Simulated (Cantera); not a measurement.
A Cantera script and what it prints.

```python
import numpy as np
import cantera as ct

gas_names = """
    Cu CuO Cu2 H HNO HNO2 HNO3 HO2 H2 H2O H2O2 N NH NH2 NH3 NH2OH NO NO2 NO3 N2 N2H2 N2H4 N2O O OH O2 O3
""".split()
cond_names = """
    Cu(cr) Cu(L) CuO(s) CuO2H2(s) Cu2O(s) Cu2O(L) H2O(s) H2O(L)
""".split()


# ... load() reads the species with a 1 bar reference pressure and builds the phases ...
atoms = {
    'CuO': {'Cu': 1, 'O': 1},
    'H2': {'H': 2},
    'N2': {'N': 2},
}
top_T = {'CuO(s)': 1390}  # K; cautious upper limits of use, not melting points


# ... equilibrate(T, P, feed) seeds the gas with the atoms and calls Mixture.equilibrate('TP', solver="vcs", rtol=1e-11, max_steps=5000) ...
results = []
feed = {'CuO': 1, 'H2': 1200, 'N2': 1.2}  # mol
P = 101325  # Pa
for T in [773, 873, 973, 1073, 1173, 1273, 1373, 1473, 1573, 1673, 1773, 1873, 1973]:
    mix = equilibrate(T, P, feed)
    results.append((T, P, feed, dict(zip(mix.species_names, mix.species_moles))))

top = {s: max(r[3][s] / sum(r[3][g] for g in gas_names) for r in results) for s in gas_names}
cols = sorted((s for s in top if top[s] > 1e-06), key=lambda s: -top[s])[:7]
seen = [c for c in cond_names if any(r[3].get(c, 0) > 1e-12 for r in results)]
print("log10 of partial pressures in bar; condensed amounts in mol")
print(f"{'T/K':>10s}" + "".join(f"{s[:9]:>10s}" for s in cols + seen))
for T, P, feed, n in results:
    ng = sum(n[g] for g in gas_names)
    print(f"{T:10.4g}" + "".join(f"{np.log10(max(n[s] / ng * P / 1e5, 1e-99)):10.3f}" for s in cols)
          + "".join(f"{n.get(c, 0):10.4g}" for c in seen))
```

Output:

```
log10 of partial pressures in bar; condensed amounts in mol
       T/K        H2         H        N2       H2O        Cu       NH3       Cu2    Cu(cr)     Cu(L)
       773     0.005   -12.040    -3.022    -3.074   -15.936    -3.906   -23.879         1         0
       873     0.005   -10.327    -3.005    -3.074   -13.344    -4.314   -20.183         1         0
       973     0.005    -8.964    -3.000    -3.074   -11.290    -4.648   -17.257         1         0
      1073     0.005    -7.851    -2.997    -3.074    -9.623    -4.923   -14.887         1         0
      1173     0.005    -6.926    -2.996    -3.074    -8.243    -5.153   -12.929         1         0
      1273     0.005    -6.144    -2.996    -3.074    -7.084    -5.349   -11.286    0.9999         0
      1373     0.005    -5.475    -2.995    -3.074    -6.102    -5.517    -9.902         0    0.9991
      1473     0.005    -4.895    -2.995    -3.074    -5.286    -5.662    -8.770         0    0.9939
      1573     0.005    -4.388    -2.995    -3.074    -4.577    -5.789    -7.789         0    0.9685
      1673     0.005    -3.941    -2.995    -3.074    -3.954    -5.901    -6.930         0     0.868
      1773     0.005    -3.544    -2.995    -3.074    -3.404    -6.001    -6.173         0    0.5307
      1873     0.004    -3.188    -2.995    -3.074    -3.076    -6.089    -5.824         0         0
      1973     0.004    -2.868    -2.996    -3.075    -3.075    -6.169    -6.099         0         0
```

Method: chemical equilibrium by Gibbs-energy minimisation in Cantera with the NASA 1993 tables (ideal gas, pure condensed phases).
